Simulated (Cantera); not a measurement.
A freely propagating, adiabatic, planar premixed flame of 4.14 % CH4, 0.202 % C2H6, 1.96 % C3H8, 15.1 % O2, 56.8 % N2, 21.8 % H2O, unburnt at 348 K and 101000 Pa; mixture-averaged transport, grid criteria slope 0.08 and curve 0.16, no radiation.

Cantera simulation using GRI-Mech 3.0 (53 species, 325 reactions); the numbers are that mechanism's predictions, not measurements. GRI-Mech 3.0 was tuned for natural gas; its chemistry of propane as a main component is partial and can be far from experiment. Burning velocities carry a grid error of a few per cent, more on coarse grids.

x: mole fraction of selected species; z is measured from the peak of heat release.

| z (mm) | T (K) | u (m/s) | x CH4 | x C2H6 | x C3H8 | x H | x O2 | x C2H2 |
|---|---|---|---|---|---|---|---|---|
| -3.59 | 348 | 0.126 | 0.0413 | 0.00201 | 0.0196 | <1e-8 | 0.151 | 4.59e-8 |
| -2.39 | 353 | 0.128 | 0.0410 | 0.00200 | 0.0195 | <1e-8 | 0.150 | 1.10e-6 |
| -1.79 | 374 | 0.137 | 0.0402 | 0.00199 | 0.0194 | <1e-8 | 0.148 | 8.45e-6 |
| -1.20 | 500 | 0.185 | 0.0368 | 0.00195 | 0.0187 | <1e-8 | 0.137 | 7.69e-5 |
| -0.598 | … | 0.354 | … | … | … | … | … | … |
| -0.299 | 1279 | 0.491 | 0.0156 | 0.00132 | 0.00384 | 5.46e-5 | 0.0591 | 0.00101 |
| 0 | 1594 | 0.617 | 0.00475 | 0.000149 | 2.52e-5 | 0.000758 | 0.0214 | 0.00158 |
| 0.299 | 1725 | 0.665 | 0.000625 | 2.34e-6 | <1e-8 | 0.00174 | 0.00474 | 0.000596 |
| 0.598 | 1758 | 0.675 | 8.20e-5 | 4.25e-8 | <1e-8 | 0.00194 | 0.00101 | 0.000141 |
| 1.20 | 1774 | 0.680 | 4.50e-6 | <1e-8 | <1e-8 | 0.00158 | 0.000136 | 1.46e-5 |
| 2.39 | 1784 | 0.683 | 2.20e-7 | <1e-8 | <1e-8 | 0.00102 | 3.98e-5 | 8.40e-7 |
| 4.78 | 1791 | 0.685 | 1.59e-8 | <1e-8 | <1e-8 | 0.000557 | 1.19e-5 | 4.71e-8 |
| 9.56 | 1795 | 0.687 | <1e-8 | <1e-8 | <1e-8 | … | … | <1e-8 |

Complete the blanks.


- -0.598, T (K): 937
- -0.598, x CH4: 0.0255
- -0.598, x C2H6: 0.00176
- -0.598, x C3H8: 0.0125
- -0.598, x H: 1.68e-6
- -0.598, x O2: 0.0963
- -0.598, x C2H2: 0.000496
- 9.56, x H: 0.000272
- 9.56, x O2: 2.89e-6
